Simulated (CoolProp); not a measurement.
Vapour-liquid equilibrium of chloromethane (R40) (1) + isobutene (2) at 337.5 K; x and y are mole fractions of (1).

Values from CoolProp's multi-fluid Helmholtz-energy mixture model, Thol 2014 and Lemmon 2005; pair parameters Bell 2016.

```tsv
x	bubble pressure, mixture model (MPa)	bubble pressure, Raoult's law (MPa)	y, mixture model	y, Raoult's law
0.05	0.9124	0.9006	0.088	0.087
0.125	0.9789	0.9537	0.203	0.206
0.2	1.041	1.007	0.302	0.313
0.275	1.100	1.060	0.390	0.408
0.35	1.156	1.113	0.469	0.495
0.425	1.209	1.166	0.542	0.573
0.5	1.261	1.219	0.610	0.645
0.575	1.310	1.272	0.674	0.711
0.65	1.359	1.326	0.736	0.772
0.725	1.406	1.379	0.795	0.827
0.8	1.453	1.432	0.853	0.879
0.875	1.499	1.485	0.909	0.927
0.95	1.544	1.538	0.964	0.972
```

The largest gap from Raoult's law is +3.9 % in bubble pressure, at x = 0.35. No azeotrope shows between x = 0.05 and 0.95.

The pair parameters rest on a limited set of measurements; away from them the model extrapolates.
